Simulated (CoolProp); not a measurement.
Vapour-liquid equilibrium of carbon dioxide (1) + CHF3 (R23) (2) at -34.75 °C; x and y are mole fractions of (1).

The numbers come from the multi-fluid Helmholtz-energy mixture model, Span 1996 and Penoncello 2003; pair parameters Bell 2016 in CoolProp.

```json
[
 {"x": "0.05", "bubble pressure, mixture model (bar)": "8.798", "bubble pressure, Raoult's law (bar)": "8.724", "y, mixture model": "…", "y, Raoult's law": "0.070"},
 {"x": "0.15", "bubble pressure, mixture model (bar)": "9.296", "bubble pressure, Raoult's law (bar)": "9.083", "y, mixture model": "0.205", "y, Raoult's law": "0.200"},
 {"x": "0.25", "bubble pressure, mixture model (bar)": "9.773", "bubble pressure, Raoult's law (bar)": "9.441", "y, mixture model": "0.325", "y, Raoult's law": "0.321"},
 {"x": "0.35", "bubble pressure, mixture model (bar)": "10.22", "bubble pressure, Raoult's law (bar)": "9.800", "y, mixture model": "…", "y, Raoult's law": "0.433"},
 {"x": "0.45", "bubble pressure, mixture model (bar)": "…", "bubble pressure, Raoult's law (bar)": "10.16", "y, mixture model": "0.530", "y, Raoult's law": "0.537"},
 {"x": "0.55", "bubble pressure, mixture model (bar)": "…", "bubble pressure, Raoult's law (bar)": "10.52", "y, mixture model": "0.621", "y, Raoult's law": "0.634"},
 {"x": "0.65", "bubble pressure, mixture model (bar)": "11.34", "bubble pressure, Raoult's law (bar)": "10.88", "y, mixture model": "0.706", "y, Raoult's law": "0.725"},
 {"x": "0.75", "bubble pressure, mixture model (bar)": "11.63", "bubble pressure, Raoult's law (bar)": "11.23", "y, mixture model": "0.788", "y, Raoult's law": "0.810"},
 {"x": "0.85", "bubble pressure, mixture model (bar)": "11.87", "bubble pressure, Raoult's law (bar)": "11.59", "y, mixture model": "0.870", "y, Raoult's law": "0.889"},
 {"x": "0.95", "bubble pressure, mixture model (bar)": "…", "bubble pressure, Raoult's law (bar)": "11.95", "y, mixture model": "0.955", "y, Raoult's law": "0.964"}
]
```

Question: Fill in the missing entries.

Answer: 
- 0.05, y, mixture model: 0.072
- 0.35, y, mixture model: 0.432
- 0.45, bubble pressure, mixture model (bar): 10.63
- 0.55, bubble pressure, mixture model (bar): 11.01
- 0.95, bubble pressure, mixture model (bar): 12.06

The largest gap from Raoult's law is +4.6 % in bubble pressure, at x = 0.45. No azeotrope shows between x = 0.05 and 0.95.

Pair parameters are fitted to limited data, so mixtures are less certain than the pure fluids.
